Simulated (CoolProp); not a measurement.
Vapour-liquid equilibrium of propylene (1) + n-hexane (2) at 21.9 kPa; x and y are mole fractions of (1).

Computed with CoolProp (multi-fluid Helmholtz-energy mixture model, Lemmon 2013 and Thol 2019; pair parameters Bell 2016).

Give the bubble temperature and the first vapour's composition at x = 0.15, 0.75, 0.95. Is there an azeotrope?

x = 0.15: 224.6 K, y = 0.991; x = 0.75: 201.8 K, y = 1.000; x = 0.95: 197.6 K, y = 1.000. No azeotrope shows between x = 0.05 and 0.95.

The pair parameters rest on a limited set of measurements; away from them the model extrapolates. The gap from Raoult's law changes sign with composition, which may be real or a fault of the pair parameters; it wasn't checked against measurements. With so large a gap from Raoult's law the liquid may split in two, which this calculation doesn't test in full.
